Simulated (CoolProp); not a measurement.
Saturation properties of R1234ze(E) (Tc = 109.4 °C, pc = 3635 kPa, ω = 0.313).

The numbers come from the reference Helmholtz-energy equation of state, Thol 2016 in CoolProp.

```csv
T (°C),p (kPa),liquid density (kg/m³),vapour density (kg/m³),surface tension (mN/m)
-70.25,5.424,1426,0.3684,29.4
-58.45,12.36,1397,0.7968,25.3
-46.65,25.43,1367,1.564,21.9
-34.75,48.29,1336,2.848,19.1
-22.95,84.94,1304,4.834,16.6
-11.05,141.3,1272,7.810,14.5
0.75,222.6,1238,12.03,12.5
12.65,337.0,1202,17.93,10.7
24.45,490.3,1165,25.89,9.00
36.25,691.2,1125,36.55,7.41
```

It boils at -19.0 °C under 1 atm.

Surface tension comes from a separate correlation (Mulero 2014).
